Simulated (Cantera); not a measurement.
Standard-state values (1 bar) from the NASA 1993 polynomials, evaluated with Cantera. Values are per mole of reaction as written; species without (g) are pure solids or liquids, kept so even where they would boil at 1 bar.

Na2S + 2 H(g) ⇌ H2S(g) + 2 Na

| T (K) | ΔH° (kJ) | ΔS° (J/K) | ΔG° (kJ) | log10 K |
|---|---|---|---|---|
| 400 | -88.2 | -12.1 | -83.4 | 10.89 |
| 500 | ? | ? | ? | ? |
| 600 | ? | ? | ? | ? |
| 700 | -97.0 | -28.5 | -77.1 | 5.75 |
| 800 | -100.2 | -32.6 | -74.1 | 4.84 |
| 900 | -103.3 | -36.3 | -70.6 | 4.10 |
| 1000 | -106.4 | -39.6 | -66.8 | 3.49 |
| 1100 | -110.0 | -43.0 | -62.7 | 2.98 |
| 1200 | -116.8 | -48.9 | -58.1 | 2.53 |

Complete the blanks.


- 500, ΔH° (kJ): -91.0
- 500, ΔS° (J/K): -18.4
- 500, ΔG° (kJ): -81.8
- 500, log10 K: 8.55
- 600, ΔH° (kJ): -94.0
- 600, ΔS° (J/K): -23.8
- 600, ΔG° (kJ): -79.7
- 600, log10 K: 6.94
